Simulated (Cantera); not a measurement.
A closed system holds: 1 mol Si, a varied amount of HF, equilibrated at 1000 K and 133 Pa.

These are equilibrium values from Cantera (NASA tables, ideal gas, pure condensed phases), not measurements of a reactor. Candidate condensed phases: Si; 25 gas species. The tables' values for SiF3, SiF2 are old estimates; treat these amounts as uncertain. Equilibrium is a limit: real reactors are often held back by kinetics, nucleation or transport.

x: gas mole fraction; n: condensed amount in mol.

```csv
n(HF) (mol),x HF,x H2,x SiF4,x SiHF3,n Si(s)
1.7,6.89e-5,0.664,0.328,0.00682,0.572
2.1,6.89e-5,0.664,0.328,0.00682,0.472
2.7,6.89e-5,0.664,0.328,0.00682,0.321
3.4,6.89e-5,0.664,0.328,0.00682,0.145
4.3,0.0909,0.606,0.303,___,0
5.5,0.333,0.444,0.222,___,0
6.9,0.492,0.339,0.169,___,0
8.8,0.615,0.256,0.128,___,0
11,0.700,0.200,0.1000,___,0
14,0.769,0.154,0.0769,___,0
```

Task: What belongs in the gaps?

Result: 
- 4.3, x SiHF3: 4.36e-6
- 5.5, x SiHF3: 6.40e-7
- 6.9, x SiHF3: 2.52e-7
- 8.8, x SiHF3: 1.15e-7
- 11, x SiHF3: 6.17e-8
- 14, x SiHF3: 3.32e-8
